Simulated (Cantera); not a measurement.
**Equilibrium for hydrogen reduction and annealing atmospheres: TiO2 + H2**

Charge: 1 mol TiO2, a varied amount of H2, equilibrated at 10.0 Pa.

Equilibrium computed with Cantera from the NASA thermochemical tables; the gas is ideal and each condensed phase is pure. Candidate condensed phases: H2O, Ti, TiO, TiO2, Ti2O3, Ti3O5, Ti4O7; 12 gas species. Mutual solubility and eutectic melting of coexisting phases are not modelled. Condensed phases not in the tables: Magnéli phases beyond Ti4O7. Kinetics and transport are ignored.

Map the stable condensed phases over T = 1050, 1075, 1100, 1125, 1150, 1175, 1200, 1225, 1250, 1275, 1300, 1325, 1350, 1375 K and n(H2) in mol = 79, 100, 130, 170, 220, 280, 360, 470.


```
T in K \ n(H2) in mol
          79 100 130 170 220 280 360 470
   1375    A   A   A   A   B   C   C   C
   1350    A   A   A   A   A   B   C   C
   1325    A   A   A   A   A   A   B   C
   1300    D   A   A   A   A   A   A   B
   1275    D   D   A   A   A   A   A   A
   1250    D   D   D   A   A   A   A   A
   1225    D   D   D   D   A   A   A   A
   1200    D   D   D   D   D   A   A   A
   1175    D   D   D   D   D   D   A   A
   1150    D   D   D   D   D   D   D   A
   1125    D   D   D   D   D   D   D   D
   1100    D   D   D   D   D   D   D   D
   1075    D   D   D   D   D   D   D   D
   1050    D   D   D   D   D   D   D   D
```
A: Ti4O7; B: Ti3O5 + Ti4O7; C: Ti3O5; D: TiO2 + Ti4O7.
